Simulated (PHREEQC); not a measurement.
Consider water at 25 °C with 0.0016 mol/kgw NH4HF2, 0.0057 mol/kgw (NH4)2SiF6 and 0.032 mol/kgw H3PO4. Closed to the air; pH follows from the charge balance.

Model: ion-association model, phreeqc.dat, run in PHREEQC.

No solid was allowed to form.

Q: What pH does the model give?

A: pH 1.98.

Q: In which forms is P present?

A: H3PO4 57 %, H2PO4- 43 % of the P.

The solution is supersaturated, for example in Quartz (slow to form), so a real one may precipitate; this is no full list. Complexes and solids missing from the database can't appear. SiF6-2 is the database's only silicon fluoride.
